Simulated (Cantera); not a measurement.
An isothermal, constant-pressure homogeneous reactor starts with H2 : O2 = 0.11 : 1 (molar parts), at 950 K and 0.0237 atm.

Computed with Cantera and GRI-Mech 3.0 (53 species, 325 reactions). Radical loss at walls, strong at low pressure, is not modelled. The temperature is held fixed by assumption; the heat of reaction is taken as removed at once.

x: mole fraction; the columns are a selection and need not sum to one.

```tsv
t (s)	x H2	x O2	x H2O	x O	x H
7.00e-5	0.0991	0.901	3.70e-12	6.41e-12	2.28e-11
0.000251	0.0991	0.901	1.02e-10	7.59e-11	1.14e-10
0.000903	0.0991	0.901	1.01e-8	…	5.44e-9
0.00325	0.0923	0.897	0.00511	…	0.00268
0.0117	0.000961	0.893	0.102	…	0.000639
0.0419	8.45e-5	0.896	0.104	…	7.17e-6
0.150	8.96e-6	0.896	0.104	…	2.19e-7
0.540	6.61e-7	0.896	0.104	…	9.94e-9
1.94	3.73e-8	0.896	0.104	…	6.76e-10
6.97	4.70e-9	0.896	0.104	…	6.69e-11
25.1	1.01e-9	0.896	0.104	…	8.03e-12
90.0	2.49e-10	0.896	0.104	…	1.06e-12
```

Fill in the missing entries.


- 0.000903, x O: 4.61e-9
- 0.00325, x O: 0.00204
- 0.0117, x O: 0.00223
- 0.0419, x O: 0.000138
- 0.150, x O: 1.33e-5
- 0.540, x O: 1.69e-6
- 1.94, x O: 2.85e-7
- 6.97, x O: 6.14e-8
- 25.1, x O: 1.50e-8
- 90.0, x O: 3.88e-9
